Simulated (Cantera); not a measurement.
Cantera run, input and output.

```python
import numpy as np
import cantera as ct

gas = ct.Solution("gri30.yaml")
gas.TPX = 1200, 140000, {'N2O': 1}
inlet = ct.Reservoir(gas, clone=True)

reactor = ct.IdealGasConstPressureReactor(gas, energy="off", clone=False)
exhaust = ct.Reservoir(gas, clone=True)
tau = [23, 8.9, 3.4, 1.3, 0.48, 0.18, 0.068, 0.026, 0.0098, 0.0037][0]
for a, b in ((inlet, reactor), (reactor, exhaust)):
    ct.MassFlowController(a, b, mdot=lambda t: reactor.mass / tau)
net = ct.ReactorNet([reactor])
show = ['N2O', 'NO', 'NO2', 'N2', 'O2', 'O']

rows = []
print(f"{'tau/s':>10s}{'T/K':>9s}" + "".join(f"{s:>11s}" for s in show))
for tau in [23, 8.9, 3.4, 1.3, 0.48, 0.18, 0.068, 0.026, 0.0098, 0.0037]:
    net.initial_time = 0.0
    net.advance(30 * tau)
    before = gas.X
    net.advance(40 * tau)
    drift = np.max(np.abs(gas.X - before) / (gas.X + 1e-9))
    rows.append([gas.T, *gas[show].X, drift])
    print(f"{tau:10.3e}{gas.T:9.1f}" + "".join(f"{x:11.3e}" for x in gas[show].X))
```

Output:

```
     tau/s      T/K        N2O         NO        NO2         N2         O2          O
 2.300e+01   1200.0  5.604e-02  2.410e-02  3.876e-04  6.172e-01  3.023e-01  3.840e-07
 8.900e+00   1200.0  1.234e-01  3.048e-02  4.843e-04  5.691e-01  2.765e-01  5.698e-07
 3.400e+00   1200.0  2.496e-01  3.364e-02  5.290e-04  4.834e-01  2.329e-01  8.137e-07
 1.300e+00   1200.0  4.394e-01  3.031e-02  4.715e-04  3.585e-01  1.713e-01  1.089e-06
 4.800e-01   1200.0  6.599e-01  2.083e-02  3.187e-04  2.162e-01  1.027e-01  1.349e-06
 1.800e-01   1200.0  8.302e-01  1.113e-02  1.644e-04  1.076e-01  5.090e-02  1.527e-06
 6.800e-02   1200.0  9.263e-01  4.984e-03  6.784e-05  4.661e-02  2.201e-02  1.621e-06
 2.600e-02   1200.0  9.701e-01  2.051e-03  2.323e-05  1.888e-02  8.910e-03  1.662e-06
 9.800e-03   1200.0  9.885e-01  7.979e-04  6.235e-06  7.284e-03  3.437e-03  1.678e-06
 3.700e-03   1200.0  9.956e-01  3.053e-04  1.310e-06  2.773e-03  1.308e-03  1.682e-06
```

Model: GRI-Mech 3.0 (53 species, 325 reactions), integrated in Cantera. GRI-Mech 3.0 was tuned for natural gas; its chemistry of N2O as a main component is partial and can be far from experiment. The mechanism lacks the step 2 NO + O2 → 2 NO2, which can matter for NO2 below about 1400 K. The temperature is held fixed by assumption; the heat of reaction is taken as removed at once.
